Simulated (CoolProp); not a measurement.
The fluid at 293.15 K and 0.00811 MPa expands adiabatically to 0.00291 MPa with isentropic efficiency 0.9. The same conditions are run with several fluids, on thermodynamics alone (safety and materials aside).

Model: reference Helmholtz-energy equation of state of each fluid (the fluoroketone C6F12O (FK-5-1-12): McLinden 2015; n-perfluorohexane: Gao 2022; n-hexane: Thol 2019; dry air: Lemmon 2000), in CoolProp. Blends and air are pseudo-pure fits.

```
fluid                                work (kJ/kg)  final temperature (K)  final density (kg/m³)
-----------------------------------  ------------  ---------------------  ---------------------
the fluoroketone C6F12O (FK-5-1-12)          6.97                  284.8                  0.389
n-perfluorohexane                            6.52                  284.9                  0.417
n-hexane                                     25.2                  277.2                  0.109
dry air                                      67.3                  226.1                 0.0448
```
